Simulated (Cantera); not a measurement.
Input (Python, Cantera):

```python
import numpy as np
import cantera as ct

gas = ct.Solution("gri30.yaml")
gas.TPX = 1750, 600000, {'CH4': 1, 'CO': 0.14, 'O2': 5.75, 'N2': 50.6}
reactor = ct.IdealGasReactor(gas, energy="on", clone=False)
net = ct.ReactorNet([reactor])
net.rtol, net.atol = 1e-08, 1e-16
show = ['CH4', 'CO', 'O2', 'NO', 'H2O2', 'C2H4']
times = np.geomspace(9e-06, 8, 11)

steps = ct.SolutionArray(gas, extra=["t"])
rows = []
print(f"{'t/s':>10s}{'T/K':>9s}{'P/Pa':>11s}" + "".join(f"{s:>11s}" for s in show))
for t in times:
    while net.time < t:
        t_next = net.step()
        steps.append(gas.state, t=t_next)
    rows.append([np.interp(t, steps.t, y) for y in (steps.T, steps.P, *steps(*show).X.T)])
    print(f"{t:10.3e}{rows[-1][0]:9.1f}{rows[-1][1]:11.4g}" + "".join(f"{x:11.3e}" for x in rows[-1][2:]))
rate = np.gradient(steps.T, steps.t)
print("integrator steps:", len(steps.t))
if steps.T.max() > steps.T[0] + 200:
    print(f"time of steepest temperature rise: {steps.t[rate.argmax()]:.4e} s")
gas.TPX = 1750, 600000, {'CH4': 1, 'CO': 0.14, 'O2': 5.75, 'N2': 50.6}
gas.equilibrate("UV")
print(f"equilibrium (UV): T = {gas.T:.1f} K  " + "  ".join(f"{s} {gas[s].X[0]:.3e}" for s in show))
```

It prints:

```
       t/s      T/K       P/Pa        CH4         CO         O2         NO       H2O2       C2H4
 9.000e-06   1749.8      6e+05  1.731e-02  2.435e-03  9.998e-02  1.195e-11  2.188e-08  2.944e-07
 3.541e-05   1759.2  6.034e+05  1.525e-02  2.796e-03  9.861e-02  5.228e-10  4.060e-07  1.117e-04
 1.393e-04   2240.9  7.682e+05  2.352e-18  5.039e-04  6.358e-02  5.286e-05  1.004e-07  3.991e-28
 5.481e-04   2247.1  7.701e+05  1.017e-19  2.331e-04  6.359e-02  1.104e-04  9.162e-08  8.732e-30
 2.157e-03   2246.5  7.698e+05  1.262e-21  2.323e-04  6.348e-02  3.232e-04  9.139e-08  8.533e-33
 8.485e-03   2244.2   7.69e+05  1.218e-21  2.297e-04  6.309e-02  1.109e-03  9.054e-08  8.079e-33
 3.338e-02   2237.2  7.666e+05  1.090e-21  2.219e-04  6.192e-02  3.479e-03  8.799e-08  6.516e-33
 1.314e-01   2227.3  7.632e+05  9.279e-22  2.111e-04  6.024e-02  6.874e-03  8.440e-08  4.818e-33
 5.168e-01   2225.3  7.625e+05  8.981e-22  2.090e-04  5.990e-02  7.557e-03  8.369e-08  4.537e-33
 2.033e+00   2225.3  7.625e+05  8.981e-22  2.090e-04  5.990e-02  7.558e-03  8.369e-08  4.535e-33
 8.000e+00   2225.3  7.625e+05  8.981e-22  2.090e-04  5.990e-02  7.558e-03  8.369e-08  4.535e-33
integrator steps: 1650
time of steepest temperature rise: 4.9551e-05 s
equilibrium (UV): T = 2225.3 K  CH4 1.421e-21  CO 2.090e-04  O2 5.990e-02  NO 7.558e-03  H2O2 8.369e-08  C2H4 5.995e-33
```

Detailed kinetics in Cantera: GRI-Mech 3.0 (53 species, 325 reactions).
